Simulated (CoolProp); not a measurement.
Vapour pressure (kPa) of CHF3 (R23): the reference equation beside estimates from Tc = 299.3 K, pc = 4832 kPa, ω = 0.263. Clausius-Clapeyron is anchored at 252.7 K with a constant enthalpy of vaporisation of 12.15 kJ/mol.

The numbers come from the reference Helmholtz-energy equation of state, Penoncello 2003 in CoolProp.

```tsv
T (K)	reference	Lee-Kesler	Clausius-Clapeyron	van der Waals	Redlich-Kwong	Soave-Redlich-Kwong	Peng-Robinson
238.1	845.5	853.3	964.9	1805	1142	856.9	846.2
245.4	___	1096	1158	2074	1412	1104	1089
252.7	1376	1387	1376	2366	1723	___	1381
260	1719	1731	1618	2683	2077	1751	1728
267.3	2123	2134	1887	3025	2477	2162	2137
274.7	2601	2612	2186	3398	2932	2647	2621
282	___	3160	2509	3792	3432	3199	___
289.3	3786	3796	___	4212	___	3829	3811
```

Question: Some entries are withheld; supply them.

Answer: 
- 245.4, reference: 1087
- 252.7, Soave-Redlich-Kwong: 1400
- 282, reference: 3150
- 282, Peng-Robinson: 3174
- 289.3, Clausius-Clapeyron: 2860
- 289.3, Redlich-Kwong: 3985

Absolute difference from the reference over all 8 rows, mean and median: Lee-Kesler 0.6 and 0.6 %, Clausius-Clapeyron 12.3 and 12.6 %, van der Waals 54.6 and 49.3 %, Redlich-Kwong 19.3 and 18.8 %, Soave-Redlich-Kwong 1.6 and 1.7 %, Peng-Robinson 0.5 and 0.6 %.
